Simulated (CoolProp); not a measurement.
Properties of carbon dioxide along the isobar 6.2 MPa.

The numbers come from the reference Helmholtz-energy equation of state, Span 1996 in CoolProp.

```tsv
T (°C)	phase	cv (kJ/(kg K))	viscosity (µPa s)
-5.45	liquid	___	117
18.25	liquid	0.9752	73.2
42.05	gas	0.8571	___
65.75	gas	0.8058	18.6
89.45	gas	0.7938	19.5
113.15	gas	0.7946	20.4
136.85	gas	0.8011	21.3
160.55	gas	___	___
184.35	gas	0.8220	23.2
208.05	gas	0.8341	24.2
231.75	gas	0.8466	25.1
255.45	gas	0.8591	26.0
279.15	gas	0.8716	26.9
302.85	gas	0.8839	27.8
```

Task: What belongs in the gaps?

Result: 
- -5.45, cv (kJ/(kg K)): 0.9302
- 42.05, viscosity (µPa s): 18.0
- 160.55, cv (kJ/(kg K)): 0.8107
- 160.55, viscosity (µPa s): 22.3

Viscosity comes from a separate model (Laesecke 2017).
